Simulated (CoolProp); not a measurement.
Propylene along the isotherm 208.1 K: fugacity coefficient from the reference equation and from simpler models built on Tc = 364.2 K, pc = 4555 kPa, ω = 0.146; each cubic takes its own stable root.

Computed with CoolProp (reference Helmholtz-energy equation of state, Lemmon 2013).

| p (kPa) | phase | reference |
|---|---|---|
| 7.2 | gas | 0.9968 |
| 12.2 | gas | 0.9946 |
| 20.5 | gas | 0.9909 |
| 34.6 | gas | 0.9846 |
| 58.4 | liquid | 0.7145 |
| 98.6 | liquid | 0.4239 |
| 166 | liquid | 0.2524 |
| 281 | liquid | 0.1498 |
| 474 | liquid | 0.08945 |
| 800 | liquid | 0.05367 |
| 1350 | liquid | 0.03248 |
| 2280 | liquid | 0.01993 |

**Question.** How far does each simpler model (van der Waals, Redlich-Kwong, Soave-Redlich-Kwong, Peng-Robinson) lie from the reference over these 12 states: mean and median of the absolute difference, and the worst?

**Answer.** 
- van der Waals: mean 270.9 %, median 205.6 %, worst +584.9 % at 208.1 K and 2280 kPa
- Redlich-Kwong: mean 19.4 %, median 28.8 %, worst +29.6 % at 208.1 K and 2280 kPa
- Soave-Redlich-Kwong: mean 0.6 %, median 0.8 %, worst -1.0 % at 208.1 K and 58.4 kPa
- Peng-Robinson: mean 1.4 %, median 1.9 %, worst +2.1 % at 208.1 K and 58.4 kPa

At some of these states van der Waals gives the other phase, because its saturation line lies elsewhere.
